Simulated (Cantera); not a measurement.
An isothermal, constant-pressure homogeneous reactor starts with H2 : O2 : N2 = 0.36 : 1 : 2.8 (molar parts), equivalence ratio 0.18, at 900 K and 1330 Pa.

Computed with Cantera and the H2/O2 subset of GRI-Mech 3.0, which has no nitrogen chemistry. Radical loss at walls, strong at low pressure, is not modelled. Below about 950 K walls govern HO2 and H2O2 in real vessels. The temperature is held fixed by assumption; the heat of reaction is taken as removed at once.

x: mole fraction; the columns are a selection and need not sum to one.

```json
[
 {"t (s)": "0.000100", "x H2": "0.0865", "x O2": "0.240", "x H2O": "<1e-12", "x O": "<1e-12", "x HO2": "<1e-12", "x H2O2": "<1e-12", "x OH": "<1e-12"},
 {"t (s)": "0.000444", "x H2": "0.0865", "x O2": "0.240", "x H2O": "<1e-12", "x O": "<1e-12", "x HO2": "4.32e-12", "x H2O2": "<1e-12", "x OH": "<1e-12"},
 {"t (s)": "0.00197", "x H2": "0.0865", "x O2": "0.240", "x H2O": "3.34e-11", "x O": "1.17e-11", "x HO2": "2.02e-11", "x H2O2": "<1e-12", "x OH": "3.53e-12"},
 {"t (s)": "0.00877", "x H2": "0.0865", "x O2": "0.240", "x H2O": "4.42e-8", "x O": "1.05e-8", "x HO2": "1.51e-9", "x H2O2": "<1e-12", "x OH": "3.03e-9"},
 {"t (s)": "0.0390", "x H2": "0.00445", "x O2": "0.206", "x H2O": "0.0751", "x O": "0.00543", "x HO2": "3.86e-6", "x H2O2": "8.16e-8", "x OH": "0.00108"},
 {"t (s)": "0.173", "x H2": "0.000154", "x O2": "0.206", "x H2O": "0.0902", "x O": "0.000140", "x HO2": "1.95e-6", "x H2O2": "___", "x OH": "9.72e-5"},
 {"t (s)": "0.770", "x H2": "8.37e-6", "x O2": "0.206", "x H2O": "0.0904", "x O": "5.99e-6", "x HO2": "2.69e-7", "x H2O2": "___", "x OH": "1.89e-5"},
 {"t (s)": "3.42", "x H2": "3.80e-7", "x O2": "0.206", "x H2O": "0.0904", "x O": "4.64e-7", "x HO2": "2.63e-8", "x H2O2": "___", "x OH": "5.45e-6"},
 {"t (s)": "15.2", "x H2": "2.09e-8", "x O2": "0.206", "x H2O": "0.0905", "x O": "5.77e-8", "x HO2": "3.45e-9", "x H2O2": "___", "x OH": "1.92e-6"},
 {"t (s)": "67.5", "x H2": "2.78e-9", "x O2": "0.206", "x H2O": "0.0905", "x O": "1.01e-8", "x HO2": "6.33e-10", "x H2O2": "7.39e-10", "x OH": "8.00e-7"},
 {"t (s)": "300", "x H2": "5.10e-10", "x O2": "0.206", "x H2O": "0.0905", "x O": "2.01e-9", "x HO2": "1.36e-10", "x H2O2": "2.05e-10", "x OH": "3.56e-7"}
]
```

Task: Fill in the missing entries.

Result: 
- 0.173, x H2O2: 8.82e-8
- 0.770, x H2O2: 3.30e-8
- 3.42, x H2O2: 9.16e-9
- 15.2, x H2O2: 2.54e-9
